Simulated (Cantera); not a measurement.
## Thermodynamics of halide evaporation, hydrolysis and transport, feed SrCl2 + H2O + N2

Feed: 1 mol SrCl2, 0.17 mol H2O, 130 mol N2, held at 0.240 Torr.

Method: chemical equilibrium by Gibbs-energy minimisation in Cantera with the NASA 1993 tables (ideal gas, pure condensed phases). Candidate condensed phases: H2O, NH4Cl, Sr, SrCl2, SrO, Sr(OH)2; 35 gas species. Mutual solubility and eutectic melting of coexisting phases are not modelled. Condensed phases not in the tables: oxide chlorides. Rates play no part.

```csv
T (K),x N2,x SrCl2,x Cl,x H,x SrCl,x H2O,x Sr,n SrCl2(s),n SrO(s),n SrCl2(l)
1075,0.998,9.88e-5,2.92e-7,4.11e-10,3.24e-12,0.00121,<1e-12,0.974,0.0129,0
1150,0.997,0.00103,1.77e-6,4.34e-9,1.75e-10,0.00105,<1e-12,0,0.0327,0.833
1225,0.991,0.00708,7.43e-6,3.48e-8,5.91e-9,0.000798,<1e-12,0,0.0653,0.00552
1300,0.991,0.00717,1.58e-5,1.83e-7,4.09e-8,0.000837,5.53e-12,0,0.0600,0
1375,0.991,0.00720,3.09e-5,8.11e-7,2.29e-7,0.000865,1.29e-10,0,0.0561,0
1450,0.991,0.00722,5.61e-5,3.08e-6,1.08e-6,0.000880,2.18e-9,0,0.0534,0
1525,0.991,0.00722,9.59e-5,1.03e-5,4.34e-6,0.000878,2.81e-8,0,0.0520,0
1600,0.991,0.00721,0.000156,3.02e-5,1.53e-5,0.000855,2.83e-7,0,0.0515,0
1675,0.991,0.00718,0.000244,7.91e-5,4.80e-5,0.000803,2.30e-6,0,0.0510,0
1750,0.991,0.00711,0.000371,0.000185,0.000134,0.000719,1.53e-5,0,0.0472,0
1825,0.990,0.00694,0.000553,0.000380,0.000336,0.000603,8.33e-5,0,0.0302,0
1900,0.989,0.00660,0.000921,0.000697,0.000657,0.000428,0.000289,0,0,0
1975,0.988,0.00599,0.00180,0.00114,0.000954,0.000208,0.000586,0,0,0
2050,0.986,0.00510,0.00325,0.00160,0.00129,7.36e-5,0.00112,0,0,0
```
x: gas mole fraction; n: condensed amount in mol.

At 1075 K the condensed part is SrCl2(s) + SrO(s). From 1150 K to 1225 K the condensed part is SrCl2(l) + SrO(s). From 1300 K to 1825 K the condensed part is SrO(s). From 1900 K to 2050 K nothing is condensed. The main Sr-bearing gas is SrCl2 throughout.
